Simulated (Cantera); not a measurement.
Input (Python, Cantera):

```python
import numpy as np
import cantera as ct

gas = ct.Solution("SiF4_NH3_mec.yaml", "gas")
gas.TPX = 2373, 1700, {'NH3': 1, 'H2': 0.44}
reactor = ct.IdealGasConstPressureReactor(gas, energy="off", clone=False)
net = ct.ReactorNet([reactor])
net.rtol, net.atol = 1e-08, 1e-18
show = ['NH3', 'H2', 'N2', 'H', 'NH2']
times = np.geomspace(3e-05, 1, 13)

steps = ct.SolutionArray(gas, extra=["t"])
rows = []
print(f"{'t/s':>10s}{'T/K':>9s}{'P/Pa':>11s}" + "".join(f"{s:>11s}" for s in show))
for t in times:
    while net.time < t:
        t_next = net.step()
        steps.append(gas.state, t=t_next)
    rows.append([np.interp(t, steps.t, y) for y in (steps.T, steps.P, *steps(*show).X.T)])
    print(f"{t:10.3e}{rows[-1][0]:9.1f}{rows[-1][1]:11.4g}" + "".join(f"{x:11.3e}" for x in rows[-1][2:]))
rate = np.gradient(steps.T, steps.t)
print("integrator steps:", len(steps.t))
if steps.T.max() > steps.T[0] + 200:
    print(f"time of steepest temperature rise: {steps.t[rate.argmax()]:.4e} s")
gas.TPX = 2373, 1700, {'NH3': 1, 'H2': 0.44}
gas.equilibrate("TP")
print(f"equilibrium (TP): T = {gas.T:.1f} K  " + "  ".join(f"{s} {gas[s].X[0]:.3e}" for s in show))
```

Output:

```
       t/s      T/K       P/Pa        NH3         H2         N2          H        NH2
 3.000e-05   2373.0       1700  6.942e-01  3.056e-01  6.206e-10  3.242e-05  1.957e-04
 7.145e-05   2373.0       1700  6.938e-01  3.057e-01  3.473e-08  7.013e-05  4.711e-04
 1.702e-04   2373.0       1700  6.929e-01  3.059e-01  1.695e-06  1.586e-04  1.114e-03
 4.054e-04   2373.0       1700  6.905e-01  3.064e-01  6.546e-05  3.557e-04  2.525e-03
 9.655e-04   2373.0       1700  6.834e-01  3.100e-01  1.243e-03  6.443e-04  4.469e-03
 2.300e-03   2373.0       1700  6.628e-01  3.241e-01  7.110e-03  7.578e-04  4.873e-03
 5.477e-03   2373.0       1700  6.160e-01  3.572e-01  2.103e-02  8.464e-04  4.602e-03
 1.305e-02   2373.0       1700  5.211e-01  4.243e-01  4.925e-02  1.041e-03  4.050e-03
 3.107e-02   2373.0       1700  3.614e-01  5.371e-01  9.676e-02  1.448e-03  3.102e-03
 7.401e-02   2373.0       1700  1.695e-01  6.724e-01  1.539e-01  2.258e-03  1.821e-03
 1.763e-01   2373.0       1700  3.555e-02  7.658e-01  1.937e-01  4.210e-03  6.270e-04
 4.198e-01   2373.0       1700  3.246e-04  7.780e-01  2.029e-01  1.871e-02  2.509e-05
 1.000e+00   2373.0       1700  9.158e-07  7.392e-01  1.985e-01  6.225e-02  2.482e-07
integrator steps: 1555
equilibrium (TP): T = 2373.0 K  NH3 5.434e-08  H2 7.133e-01  N2 1.956e-01  H 9.107e-02  NH2 2.233e-08
```

Model: the gas-phase N/H chemistry of the illustrative SiF4/NH3 mechanism in the Surface Chemkin manual (1991), integrated in Cantera. Walls and surfaces, which speed up NH3 decomposition in real reactors, are not modelled.
